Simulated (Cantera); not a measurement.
A Cantera script and what it prints.

```python
import numpy as np
import cantera as ct

gas_names = """
    C CN CO CO2 C2 CCN CNC C2N2 C2O C3 C3O2 C4 C4N2 C5 N NCO NO NO2 NO3 N2 N2O O O2 O3 Ti TiO TiO2
""".split()
cond_names = """
    C(gr) Ti(a) Ti(b) Ti(L) TiC(s) TiC(L) TiN(s) TiN(L) TiO(a) TiO(b) TiO(L) TiO2(ru) TiO2(L) Ti2O3(a)
    Ti2O3(b) Ti2O3(L) Ti3O5(a) Ti3O5(b) Ti3O5(L) Ti4O7(s) Ti4O7(L)
""".split()


def load(file, names, dense=False):
    # The tables refer to 1 bar. Condensed volumes are neglected.
    table = {s.name: s for s in ct.Species.list_from_file(file)}
    out = []
    for n in names:
        d = dict(table[n].input_data)
        d["thermo"] = dict(d["thermo"], **{"reference-pressure": 1e5})
        if dense:
            d["equation-of-state"] = {"model": "constant-volume", "density": "1e6 g/cm^3"}
        out.append(ct.Species.from_dict(d))
    return out


gas = ct.Solution(thermo="ideal-gas", species=load("nasa_gas.yaml", gas_names))
cond = {s.name: ct.Solution(thermo="fixed-stoichiometry", species=[s], name=s.name)
        for s in load("nasa_condensed.yaml", cond_names, dense=True)}
atoms = {
    'TiO2': {'Ti': 1, 'O': 2},
    'CO': {'C': 1, 'O': 1},
    'N2': {'N': 2},
}
top_T = {'C(gr)': 4500}  # K; cautious upper limits of use, not melting points


def equilibrate(T, P, feed):
    n = {}
    for name, mol in feed.items():
        for a, k in atoms[name].items():
            n[a] = n.get(a, 0.0) + k * mol
    gas.TPX = T, P, n
    mass = sum(n.values()) * gas.mean_molecular_weight
    gas.equilibrate("TP")
    valid = [c for c in cond.values() if c.min_temp <= T <= top_T.get(c.name, c.max_temp)]
    mix = ct.Mixture([(gas, mass / gas.mean_molecular_weight)] + [(c, 0.0) for c in valid])
    mix.T, mix.P = T, P
    mix.equilibrate("TP", solver="vcs", rtol=1e-11, max_steps=5000)
    return mix


results = []
feed = {'TiO2': 1, 'CO': 1.5, 'N2': 3.7}  # mol
T = 1148.15  # K
P = 38  # Pa
mix = equilibrate(T, P, feed)
results.append((T, P, feed, dict(zip(mix.species_names, mix.species_moles))))
x = sorted(zip(gas.X, gas.species_names), reverse=True)
print(f"T = {T:g} K  P = {P:g} Pa  gas = {mix.phase_moles(0):.4g} mol")
print("   x: " + "  ".join(f"{s} {v:.3e}" for v, s in x if v > 1e-06))
print("   condensed (mol): " + ("  ".join(f"{mix.phase(i).name} {mix.phase_moles(i):.4g}"
      for i in range(1, mix.n_phases) if mix.phase_moles(i) > 1e-12) or "none"))
```

It prints:

```
T = 1148.15 K  P = 38 Pa  gas = 5.2 mol
   x: N2 7.115e-01  CO 2.883e-01  CO2 1.416e-04
   condensed (mol): TiO2(ru) 0.9971  Ti4O7(s) 0.0007364
```

Cantera equilibrium calculation (NASA polynomials, part measured and part estimated; ideal gas, pure solids and liquids). Mutual solubility and eutectic melting of coexisting phases are not modelled. Condensed phases not in the tables: Magnéli phases beyond Ti4O7.
